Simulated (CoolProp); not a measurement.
A simple Rankine cycle with p-xylene: condensing at 316.15 K, boiler at 0.492 MPa, turbine inlet 522.4 K, turbine efficiency 0.7, pump efficiency 0.6, no recuperator. Each further row changes one setting.

Values from CoolProp's reference Helmholtz-energy equation of state, Zhou 2012.

```json
[
 {"case": "as stated", "thermal efficiency (%)": "17.7", "net work (kJ/kg)": "(withheld)", "heat in (kJ/kg)": "712", "turbine exit temperature (K)": "446.8", "volume ratio over the turbine": "151"},
 {"case": "turbine inlet 542.4 K", "thermal efficiency (%)": "(withheld)", "net work (kJ/kg)": "132", "heat in (kJ/kg)": "(withheld)", "turbine exit temperature (K)": "467.1", "volume ratio over the turbine": "150"},
 {"case": "condensing temperature 308.15 K", "thermal efficiency (%)": "18.6", "net work (kJ/kg)": "135", "heat in (kJ/kg)": "726", "turbine exit temperature (K)": "(withheld)", "volume ratio over the turbine": "225"},
 {"case": "boiler pressure 0.344 MPa", "thermal efficiency (%)": "(withheld)", "net work (kJ/kg)": "119", "heat in (kJ/kg)": "717", "turbine exit temperature (K)": "453.4", "volume ratio over the turbine": "103"},
 {"case": "turbine efficiency 0.6", "thermal efficiency (%)": "15.1", "net work (kJ/kg)": "(withheld)", "heat in (kJ/kg)": "712", "turbine exit temperature (K)": "(withheld)", "volume ratio over the turbine": "(withheld)"}
]
```

Fill in the missing entries.


- as stated, net work (kJ/kg): 126
- turbine inlet 542.4 K, thermal efficiency (%): 17.5
- turbine inlet 542.4 K, heat in (kJ/kg): 754
- condensing temperature 308.15 K, turbine exit temperature (K): 441.4
- boiler pressure 0.344 MPa, thermal efficiency (%): 16.6
- turbine efficiency 0.6, net work (kJ/kg): 108
- turbine efficiency 0.6, turbine exit temperature (K): 457.1
- turbine efficiency 0.6, volume ratio over the turbine: 154
